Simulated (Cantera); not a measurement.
# Adiabatic ignition

An adiabatic, constant-pressure homogeneous reactor starts with CH4 : O2 : N2 : H2O : CO2 = 1 : 2.3 : 8.64 : 0.83 : 0.018 (molar parts), equivalence ratio 0.87, at 1050 K and 4.20 bar.

Detailed kinetics in Cantera: GRI-Mech 3.0 (53 species, 325 reactions).

```
t (s)     T (K)   x CH4    x O2   x H2O       x O    x CO2     x HO2   x C2H
--------  -----  ------  ------  ------  --------  -------  --------  ------
4.00e-6    1050  0.0782   0.180  0.0649    <1e-12  0.00141  4.21e-10  <1e-12
1.49e-5    1050  0.0782   0.180  0.0649    <1e-12  0.00141   1.56e-9  <1e-12
5.52e-5    1050  0.0782   0.180  0.0649    <1e-12  0.00141   5.75e-9  <1e-12
0.000205   1050  0.0782   0.180  0.0649  1.72e-12  0.00141   2.08e-8  <1e-12
0.000761   1050  0.0782   0.180  0.0649  8.20e-12  0.00141   7.04e-8  <1e-12
0.00283    1050  0.0782   0.180  0.0649  4.81e-11  0.00141   1.86e-7  <1e-12
0.0105     1050  0.0782   0.180  0.0649  9.31e-11  0.00141   3.41e-7  <1e-12
0.0390     1051  0.0780   0.180  0.0651  2.76e-10  0.00141   1.16e-6  <1e-12
0.145      2473  <1e-12  0.0231   0.212  0.000943   0.0716   5.29e-6  <1e-12
0.538      2473  <1e-12  0.0231   0.212  0.000943   0.0716   5.29e-6  <1e-12
2.00       2473  <1e-12  0.0231   0.212  0.000943   0.0716   5.29e-6  <1e-12
```
x: mole fraction; the columns are a selection and need not sum to one.

| Property | Value |
|---|---|
| time of steepest temperature rise | 92.9 ms |
| temperature at 2.00 s | 2473 K |
| equilibrium temperature | 2473 K |
| x(CH4) at 2.00 s | <1e-12 (gas-phase equilibrium <1e-12) |
| x(O2) at 2.00 s | 0.0231 (gas-phase equilibrium 0.0231) |
| x(H2O) at 2.00 s | 0.212 (gas-phase equilibrium 0.212) |
